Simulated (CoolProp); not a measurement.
R410A at several states: fugacity coefficient from the reference equation and from simpler models built on Tc = 344.5 K, pc = 4.901 MPa, ω = 0.296; each cubic takes its own stable root.

Values from CoolProp's reference Helmholtz-energy equation of state, Lemmon 2003. It is a pseudo-pure fit of the blend.

| T (K) | p (MPa) | phase | reference |
|---|---|---|---|
| 410.1 | 15.4 | supercritical | 0.5367 |
| 310.4 | 0.0742 | gas | 0.9918 |
| 360.2 | 0.0828 | gas | 0.9947 |
| 263.4 | 1.98 | liquid | 0.2675 |
| 248.8 | 0.0478 | gas | 0.9878 |
| 475 | 1.33 | gas | 0.9701 |

**Question.** How far does each simpler model (van der Waals, Soave-Redlich-Kwong, Peng-Robinson) lie from the reference over these 6 states: mean and median of the absolute difference, and the worst?

**Answer.** 
- van der Waals: mean 24.4 %, median 0.6 %, worst +142.4 % at 263.4 K and 1.98 MPa
- Soave-Redlich-Kwong: mean 2.5 %, median 0.4 %, worst +9.4 % at 410.1 K and 15.4 MPa
- Peng-Robinson: mean 0.8 %, median 0.2 %, worst +2.4 % at 263.4 K and 1.98 MPa
